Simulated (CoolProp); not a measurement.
Carbon monoxide along the isotherm 193.2 K: fugacity coefficient from the reference equation and from simpler models built on Tc = 132.9 K, pc = 3.498 MPa, ω = 0.050; each cubic takes its own stable root.

Model: reference Helmholtz-energy equation of state, Lemmon 2006, in CoolProp. It is a short technical equation, of lower accuracy than the large ones.

| p (MPa) | phase | reference |
|---|---|---|
| 0.0277 | gas | 0.9992 |
| 0.0568 | gas | 0.9983 |
| 0.117 | gas | 0.9966 |
| 0.239 | gas | 0.9930 |
| 0.492 | gas | 0.9856 |
| 1.01 | gas | 0.9708 |
| 2.07 | gas | 0.9413 |
| 4.26 | supercritical | 0.8844 |
| 8.75 | supercritical | 0.7863 |

Problem. How far does each simpler model (Soave-Redlich-Kwong, Peng-Robinson) lie from the reference over these 9 states: mean and median of the absolute difference, and the worst?

Solution. 
- Soave-Redlich-Kwong: mean 0.3 %, median 0.1 %, worst +1.6 % at 193.2 K and 8.75 MPa
- Peng-Robinson: mean 0.9 %, median 0.3 %, worst -3.7 % at 193.2 K and 8.75 MPa
